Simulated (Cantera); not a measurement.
An isothermal, constant-pressure homogeneous reactor starts with C2H6 : N2 = 1 : 4.3 (molar parts), at 1675 K and 7200 Pa. Integrator tolerance rtol = 1e-08.

Model: GRI-Mech 3.0 (53 species, 325 reactions), integrated in Cantera. GRI-Mech 3.0 stops at C3 and has no aromatics, soot or wall deposition, so with more carbon than oxygen in the feed, carbon stays in small species such as C2H2 where larger ones or solid carbon would form.

### Question
What does this change do: C2H6 1 to 2.1 parts?

### Answer
```json
[
 {"quantity": "x(C2H6) at 200 s", "before": "8.14e-9 (gas-phase equilibrium 4.70e-9)", "after": "2.46e-8 (gas-phase equilibrium 1.70e-8)"},
 {"quantity": "x(CH3) at 200 s", "before": "1.01e-5 (gas-phase equilibrium 7.65e-6)", "after": "1.75e-5 (gas-phase equilibrium 1.45e-5)"},
 {"quantity": "x(H2) at 200 s", "before": "0.273 (gas-phase equilibrium 0.273)", "after": "0.394 (gas-phase equilibrium 0.395)"},
 {"quantity": "x(CH4) at 200 s", "before": "0.000595 (gas-phase equilibrium 0.000452)", "after": "0.00124 (gas-phase equilibrium 0.00103)"},
 {"quantity": "x(C2H4) at 200 s", "before": "0.000158 (gas-phase equilibrium 9.12e-5)", "after": "0.000330 (gas-phase equilibrium 0.000228)"},
 {"quantity": "x(CH2) at 200 s", "before": "8.45e-9 (gas-phase equilibrium 6.42e-9)", "after": "1.22e-8 (gas-phase equilibrium 1.02e-8)"}
]
```
